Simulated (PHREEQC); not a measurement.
Solution (93 °C): 0.0039 mol/kgw ZnCl2. Closed to the air; pH follows from the charge balance.

The numbers come from PHREEQC with the ion-association model, phreeqc.dat.

No solid was allowed to form.

Question: Order these Zn species by the share of Zn that they hold, largest first: ZnOH+, Zn+2, ZnCl+.

Answer: Zn+2 (87 %), ZnCl+ (12 %), ZnOH+ (0.36 %)

The pH is 4.90 and the ionic strength 0.0107 mol/kgw. Constants without temperature data keep their 25 °C values here.
